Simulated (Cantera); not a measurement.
Charge: 1 mol SiH₂Cl₂, 0.017 mol Cl₂, a varied amount of H₂, equilibrated at 1323 K and 133 Pa.

Cantera equilibrium calculation (NASA polynomials, part measured and part estimated; ideal gas, pure solids and liquids). Candidate condensed phases: Si; 19 gas species. The numbers say what is thermodynamically allowed, not how fast it happens.

Q: What share of the Si ends up in condensed phases as a function of n(H₂) (mol), at 13, 27, 55, 110, 230, 460, 930?

A: 
| n(H₂) (mol) | Si condensed (%) | as |
|---|---|---|
| 13 | 64.1 | Si(s) |
| 27 | 75.6 | Si(s) |
| 55 | 85.0 | Si(s) |
| 110 | 91.3 | Si(s) |
| 230 | 95.5 | Si(s) |
| 460 | 97.6 | Si(s) |
| 930 | 98.8 | Si(s) |
